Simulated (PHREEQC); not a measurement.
## Acid mine or pickling water (model solution)

Synthetic water in mmol/kgw, 25 °C, pH 2.18, pe 8: Na 48.2; K 2.8; Ca 10.5; Mg 8.57; Cl 15.5; S(6) 43.7; Cd 2.54; Pb 0.454; Zn 0.189.

Valence states are taken as typed.

Computed with PHREEQC (ion-association model, wateq4f.dat).

Each row changes one thing in this solution. No solid was allowed to form.

```csv
case,ionic strength (mol/kgw),Na+ (mol/kgw),SO4-2 (mol/kgw),Cl- (mol/kgw),HSO4- (mol/kgw),Ca+2 (mol/kgw),SI of Gypsum (CaSO4:2H2O),SI of Anglesite (PbSO4)
as made,0.115,0.0462,0.0245,0.0149,0.00731,0.00629,-0.11,+1.44
Pb from 0.454 to 1.36 mmol/kgw,0.115,0.0462,0.0242,0.0149,(withheld),(withheld),-0.11,+1.92
K from 2.8 to 5.6 mmol/kgw,0.117,0.0462,0.0245,0.0149,0.00727,(withheld),-0.11,+1.44
all concentrations times 4 at the same typed pH,0.405,0.175,0.0877,0.0584,0.0185,(withheld),+0.62,+2.05
```

### Question
Fill in the missing entries.

### Answer

- Pb from 0.454 to 1.36 mmol/kgw, HSO4- (mol/kgw): 0.00719
- Pb from 0.454 to 1.36 mmol/kgw, Ca+2 (mol/kgw): 0.00633
- K from 2.8 to 5.6 mmol/kgw, Ca+2 (mol/kgw): 0.00632
- all concentrations times 4 at the same typed pH, Ca+2 (mol/kgw): 0.0208

Some of these states are supersaturated (in Anglesite, Gypsum, for instance).
